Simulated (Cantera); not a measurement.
A diamond (100) surface in a fixed gas of H2 with x(CH4) = 0.0043, x(H) = 0.028, x(CH3) = 6.9e-05, at 1200 K; coverages are run to steady state.

Model: the Harris–Goodwin 1993 mechanism for the reconstructed diamond (100) surface, integrated in Cantera.

θ: site fractions in the mechanism's names (c6HH fully hydrogenated, c6H* and c6*H radical sites, c6** diradical, c6HM methylated).

| P (Pa) | growth (µm/h) | θ c6HH | θ c6H* | θ c6*H | θ c6** | θ c6HM |
|---|---|---|---|---|---|---|
| 1000 | 0.262 | 0.438 | 0.0385 | 0.492 | 0.0310 | ? |
| 1500 | 0.490 | 0.438 | 0.0386 | 0.492 | 0.0310 | ? |
| 2100 | 0.807 | 0.438 | 0.0386 | 0.492 | 0.0310 | ? |
| 2900 | 1.28 | 0.438 | 0.0386 | 0.492 | 0.0310 | ? |
| 4100 | 2.05 | 0.438 | 0.0387 | 0.492 | 0.0310 | ? |
| 5700 | 3.14 | 0.437 | 0.0388 | 0.492 | 0.0310 | ? |
| 8000 | 4.77 | 0.437 | 0.0389 | 0.492 | 0.0311 | 0.000496 |
| 11000 | 6.96 | 0.437 | 0.0391 | 0.492 | 0.0311 | 0.000529 |

Complete the blanks.


- 1000, θ c6HM: 0.000191
- 1500, θ c6HM: 0.000249
- 2100, θ c6HM: 0.000302
- 2900, θ c6HM: 0.000354
- 4100, θ c6HM: 0.000407
- 5700, θ c6HM: 0.000454
